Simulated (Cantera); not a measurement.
Feed: 1 mol Cu, 13 mol HF, 0.62 mol H2, held at 1.00 bar.

These are equilibrium values from Cantera (NASA tables, ideal gas, pure condensed phases), not measurements of a reactor. Candidate condensed phases: Cu, CuF2; 15 gas species. Rates play no part.

Problem. Which condensed phases are stable at each of these points (T (°C)): 150, 250, 350, 450, 550, 650, 750, 850, 950, 1050, 1150, 1250?

Solution. 
```csv
T (°C),condensed phases,Cu condensed (%)
150,Cu(s),100.0
250,Cu(s),100.0
350,Cu(s),100.0
450,Cu(s),100.0
550,Cu(s),100.0
650,Cu(s),100.0
750,Cu(s),100.0
850,Cu(s),100.0
950,Cu(s),100.0
1050,Cu(s),100.0
1150,Cu(l),100.0
1250,Cu(l),99.9
```

From 150 °C to 1050 °C the condensed part is Cu(s). From 1150 °C to 1250 °C the condensed part is Cu(l).
